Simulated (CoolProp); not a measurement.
CHF3 (R23) at several states: density (kg/m³) from the reference equation and from simpler models built on Tc = 26.1 °C, pc = 4832 kPa, ω = 0.263; each cubic takes its own stable root.

The numbers come from the reference Helmholtz-energy equation of state, Penoncello 2003 in CoolProp.

```tsv
T (°C)	p (kPa)	phase	reference	van der Waals	Peng-Robinson
-105.25	480	liquid	1532	860.4	1473
155.25	72.7	gas	1.431	1.432	1.431
-83.95	4500	liquid	1464	837.6	1416
-127.15	1070	liquid	1610	899.8	1531
147.55	54	gas	1.082	1.082	1.082
66.65	9540	supercritical	504.2	491.4	461.0
```
